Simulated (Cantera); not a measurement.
A perfectly stirred reactor is fed with 33.3 % C2H4, 66.7 % H2, at 0.113 Torr; it is held at 1673 K, and followed from long to short residence time.

Computed with Cantera and GRI-Mech 3.0 (53 species, 325 reactions). GRI-Mech 3.0 was tuned for natural gas; its chemistry of ethylene as a main component is partial and can be far from experiment. GRI-Mech 3.0 stops at C3 and has no aromatics, soot or wall deposition, so with more carbon than oxygen in the feed, carbon stays in small species such as C2H2 where larger ones or solid carbon would form. Radical loss at walls, strong at low pressure, is not modelled.

Problem. Predict: x(C2H4) at τ = 1.60 s; x(H2) at τ = 1.60 s; x(CH3) at τ = 1.60 s; x(C2H) at τ = 1.60 s; x(C2H6) at τ = 1.60 s; x(C2H4) at τ = 33.0 ms; x(H2) at τ = 33.0 ms; x(CH3) at τ = 33.0 ms; x(C2H6) at τ = 33.0 ms.

Solution. 
```
Quantity                 Result
----------------------  -------
x(C2H4) at τ = 1.60 s     0.185
x(H2) at τ = 1.60 s       0.704
x(CH3) at τ = 1.60 s    1.45e-8
x(C2H) at τ = 1.60 s    2.47e-8
x(C2H6) at τ = 1.60 s   1.28e-8
x(C2H4) at τ = 33.0 ms    0.329
x(H2) at τ = 33.0 ms      0.668
x(CH3) at τ = 33.0 ms   2.01e-9
x(C2H6) at τ = 33.0 ms  7.56e-9
```
